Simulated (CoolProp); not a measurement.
Octamethyltrisiloxane (MDM) along the isobar 6.91 bar: density (kg/m³) from the reference equation and from simpler models built on Tc = 292.2 °C, pc = 14.38 bar, ω = 0.528; each cubic takes its own stable root.

Model: reference Helmholtz-energy equation of state, Thol 2017, in CoolProp.

```json
[
 {"T (°C)": "27.45", "phase": "liquid", "reference": "813.8"},
 {"T (°C)": "43.25", "phase": "liquid", "reference": "797.9"},
 {"T (°C)": "58.95", "phase": "liquid", "reference": "781.9"},
 {"T (°C)": "74.75", "phase": "liquid", "reference": "765.5"},
 {"T (°C)": "90.45", "phase": "liquid", "reference": "748.8"},
 {"T (°C)": "106.25", "phase": "liquid", "reference": "731.7"},
 {"T (°C)": "121.95", "phase": "liquid", "reference": "714.0"},
 {"T (°C)": "137.75", "phase": "liquid", "reference": "695.7"},
 {"T (°C)": "153.45", "phase": "liquid", "reference": "676.6"},
 {"T (°C)": "169.25", "phase": "liquid", "reference": "656.5"},
 {"T (°C)": "184.95", "phase": "liquid", "reference": "635.1"},
 {"T (°C)": "200.75", "phase": "liquid", "reference": "611.9"},
 {"T (°C)": "216.45", "phase": "liquid", "reference": "586.3"},
 {"T (°C)": "232.25", "phase": "liquid", "reference": "556.8"}
]
```

Q: How far does each simpler model (Soave-Redlich-Kwong, Peng-Robinson) lie from the reference over these 14 states: mean and median of the absolute difference, and the worst?

A: 
- Soave-Redlich-Kwong: mean 9.6 %, median 9.2 %, worst -12.4 % at 232.25 °C and 6.91 bar
- Peng-Robinson: mean 2.2 %, median 2.5 %, worst +3.4 % at 137.75 °C and 6.91 bar
